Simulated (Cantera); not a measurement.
A closed system holds: 1 mol PbO, 0.6 mol H₂O, 0.1 mol H₂, equilibrated at 40.0 mbar.

Equilibrium computed with Cantera from the NASA thermochemical tables; the gas is ideal and each condensed phase is pure. Candidate condensed phases: H₂O, Pb, PbO, PbO₂, Pb₃O₄; 12 gas species. Each liquid is taken as pure. Mutual solubility and eutectic melting of coexisting phases are not modelled. Gases not in the tables: (PbO)n polymers. Kinetics and transport are ignored.

Task: Which condensed phases are stable at each of these points (T (°C)): 675, 725, 775, 825, 875, 925, 975, 1025, 1075, 1125?

Result: 
```json
[
 {"T (°C)": "675", "condensed phases": "Pb(l) + PbO(yellow)", "Pb condensed (%)": "100.0"},
 {"T (°C)": "725", "condensed phases": "Pb(l) + PbO(yellow)", "Pb condensed (%)": "100.0"},
 {"T (°C)": "775", "condensed phases": "Pb(l) + PbO(yellow)", "Pb condensed (%)": "99.9"},
 {"T (°C)": "825", "condensed phases": "Pb(l) + PbO(yellow)", "Pb condensed (%)": "99.8"},
 {"T (°C)": "875", "condensed phases": "Pb(l) + PbO(yellow)", "Pb condensed (%)": "99.5"},
 {"T (°C)": "925", "condensed phases": "Pb(l) + PbO(l)", "Pb condensed (%)": "98.8"},
 {"T (°C)": "975", "condensed phases": "Pb(l) + PbO(l)", "Pb condensed (%)": "97.3"},
 {"T (°C)": "1025", "condensed phases": "Pb(l) + PbO(l)", "Pb condensed (%)": "94.3"},
 {"T (°C)": "1075", "condensed phases": "Pb(l) + PbO(l)", "Pb condensed (%)": "88.2"},
 {"T (°C)": "1125", "condensed phases": "PbO(l)", "Pb condensed (%)": "85.4"}
]
```

From 675 °C to 875 °C the condensed part is Pb(l) + PbO(yellow). From 925 °C to 1075 °C the condensed part is Pb(l) + PbO(l). At 1125 °C the condensed part is PbO(l).
